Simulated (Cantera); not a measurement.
A perfectly stirred reactor is fed with H₂ : O₂ : N₂ = 1.2 : 1 : 3.8 (molar parts), at 0.987 atm; it is held at 1400 K, and followed from long to short residence time.

Computed with Cantera and the H2/O2 subset of GRI-Mech 3.0, which has no nitrogen chemistry. The temperature is held fixed by assumption; the heat of reaction is taken as removed at once.

**Question.** Predict: x(H₂) at τ = 7.70 s; x(O₂) at τ = 7.70 s; x(H₂O) at τ = 7.70 s; x(O) at τ = 7.70 s; x(OH) at τ = 7.70 s; x(H₂) at τ = 0.110 s; x(O₂) at τ = 0.110 s; x(H₂O) at τ = 0.110 s; x(O) at τ = 0.110 s; x(OH) at τ = 0.110 s.

**Answer.** 
| Property | Result |
|---|---|
| x(H₂) at τ = 7.70 s | 1.44e-5 |
| x(O₂) at τ = 7.70 s | 0.0740 |
| x(H₂O) at τ = 7.70 s | 0.222 |
| x(O) at τ = 7.70 s | 3.41e-6 |
| x(OH) at τ = 7.70 s | 0.000126 |
| x(H₂) at τ = 0.110 s | 0.000245 |
| x(O₂) at τ = 0.110 s | 0.0740 |
| x(H₂O) at τ = 0.110 s | 0.222 |
| x(O) at τ = 0.110 s | 6.01e-5 |
| x(OH) at τ = 0.110 s | 0.000503 |
